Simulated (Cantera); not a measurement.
A perfectly stirred reactor is fed with 0.514 % CH4, 98.8 % H2, 0.652 % CO2, at 0.138 atm; it is held at 2875 K, and followed from long to short residence time.

Detailed kinetics in Cantera: GRI-Mech 3.0 (53 species, 325 reactions).

**Question.** Predict: x(CH4) at τ = 1.10 s; x(H2) at τ = 1.10 s; x(CO2) at τ = 1.10 s; x(CH2) at τ = 1.10 s; x(CH4) at τ = 7.60 ms; x(H2) at τ = 7.60 ms; x(CO2) at τ = 7.60 ms; x(CH2) at τ = 7.60 ms.

**Answer.** 
- x(CH4) at τ = 1.10 s: 5.30e-8
- x(H2) at τ = 1.10 s: 0.744
- x(CO2) at τ = 1.10 s: 2.07e-6
- x(CH2) at τ = 1.10 s: 1.60e-7
- x(CH4) at τ = 7.60 ms: 2.38e-5
- x(H2) at τ = 7.60 ms: 0.832
- x(CO2) at τ = 7.60 ms: 7.87e-6
- x(CH2) at τ = 7.60 ms: 2.37e-5
